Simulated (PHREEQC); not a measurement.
Make-up at 25 °C: 0.0039 mol/kgw NaH2PO4, 0.098 mol/kgw Na2SO4 and 0.13 mol/kgw NaCl. Closed to the air; pH follows from the charge balance.

Model: ion-association model, wateq4f.dat, run in PHREEQC.

| quantity | before | after |
|---|---|---|
| pH | 4.85 | 1.38 |
| ionic strength (mol/kgw) | 0.377 | 0.586 |
| Na+ (mol/kgw) | 0.304 | 0.302 |
| SI of Halite (NaCl) | -3.31 | -3.34 |

Name the change that produced these shifts.
A. Na2SO4 replaced by Na2HAsO4 at the same molality
B. NaCl from 0.13 to 0.143 mol/kgw
C. diluted 2-fold with water
D. 0.17 mol/kgw NH4HSO4 added
E. Na2SO4 left out

D, 0.17 mol/kgw NH4HSO4 added

This is a speciation only: nothing precipitates in the calculation. H3PO4, which wateq4f.dat lacks, is added to it with the constant of phreeqc.dat.
